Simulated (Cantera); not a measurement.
A closed system holds: 1 mol Si, 0.022 mol N2O, 8.5 mol N2, at 1525 K and 0.00218 Torr.

Cantera equilibrium calculation (NASA polynomials, part measured and part estimated; ideal gas, pure solids and liquids). Candidate condensed phases: Si, SiO2, Si2N2O, Si3N4; 16 gas species. The tables' values for SiN are old estimates; treat these amounts as uncertain. Kinetics and transport are ignored.

Base state: N2 0.991, Si 0.00651, SiO 0.00256, Si2N 1.97e-5, SiN 1.28e-5 (mole fractions); condensed: Si(s).

Problem. What changes in the equilibrium state with this change: temperature from 1525 K to 1050 K?

Solution. 
| species | before | after |
|---|---|---|
| N2 | 0.991 | 1.00 |
| SiO | 0.00256 | 1.55e-9 |
| Si | 0.00651 | <1e-9 |
| Si2N | 1.97e-5 | <1e-9 |
| SiN | 1.28e-5 | <1e-9 |
| Si(s), mol | 0.921 | 0 |
| Si2N2O(s), mol | 0 | 0.0220 |
| Si3N4(s), mol | 0 | 0.319 |
Mutual solubility and eutectic melting of coexisting phases are not modelled.

Problem. What changes in the equilibrium state with this change: N2O from 0.022 to 0.01 mol?

Solution. 
| species | before | after |
|---|---|---|
| N2 | 0.991 | 0.992 |
| Si | 0.00651 | 0.00651 |
| SiO | 0.00256 | 0.00117 |
| Si2N | 1.97e-5 | 1.98e-5 |
| SiN | 1.28e-5 | 1.28e-5 |
| Si(s), mol | 0.921 | 0.934 |
